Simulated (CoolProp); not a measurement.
Aqueous propylene glycol as a coolant, 19 % by mass, freezing at -6.7 °C, 1 atm.

Model: Melinder's fits for secondary coolants, in CoolProp.

```
T (°C)  viscosity (mPa s)  Prandtl number  cp (kJ/(kg K))  conductivity (W/(m K))
------  -----------------  --------------  --------------  ----------------------
-4.3                    …            41.7           3.940                   0.471
2.6                     …            30.4           3.953                       …
9.5                  2.81            22.9           3.966                   0.486
16.3                 2.21            17.8           3.980                   0.493
23.2                 1.77            14.2           3.994                       …
30.1                 1.46               …               …                   0.508
```

### Question
What belongs in the gaps?

### Answer

- -4.3, viscosity (mPa s): 4.98
- 2.6, viscosity (mPa s): 3.68
- 2.6, conductivity (W/(m K)): 0.478
- 23.2, conductivity (W/(m K)): 0.501
- 30.1, Prandtl number: 11.5
- 30.1, cp (kJ/(kg K)): 4.008
